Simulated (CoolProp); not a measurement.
Vapour-liquid equilibrium of hydrogen sulfide (1) + propane (2) at -18.25 °C; x and y are mole fractions of (1).

Model: multi-fluid Helmholtz-energy mixture model, Lemmon 2006 and Lemmon 2009; pair parameters Kunz 2012, in CoolProp.

| x | bubble pressure, mixture model (kPa) | bubble pressure, Raoult's law (kPa) | y, mixture model | y, Raoult's law |
|---|---|---|---|---|
| 0.05 | ? | 276.3 | 0.223 | 0.105 |
| 0.2 | 461.5 | 324.3 | ? | 0.358 |
| 0.35 | 538.8 | 372.2 | 0.621 | 0.545 |
| 0.5 | 582.6 | 420.2 | ? | 0.690 |
| 0.65 | 607.2 | 468.2 | 0.742 | 0.805 |
| 0.8 | ? | 516.2 | 0.805 | 0.899 |
| 0.95 | ? | 564.1 | 0.924 | 0.977 |

**Question.** What belongs in the gaps?

**Answer.** 
- 0.05, bubble pressure, mixture model (kPa): 325.2
- 0.2, y, mixture model: 0.506
- 0.5, y, mixture model: 0.689
- 0.8, bubble pressure, mixture model (kPa): 617.5
- 0.95, bubble pressure, mixture model (kPa): 601.0

The largest gap from Raoult's law is +44.8 % in bubble pressure, at x = 0.35. y crosses x between x = 0.8 and 0.95: the model has an azeotrope there.

Pair parameters are fitted to limited data, so mixtures are less certain than the pure fluids.
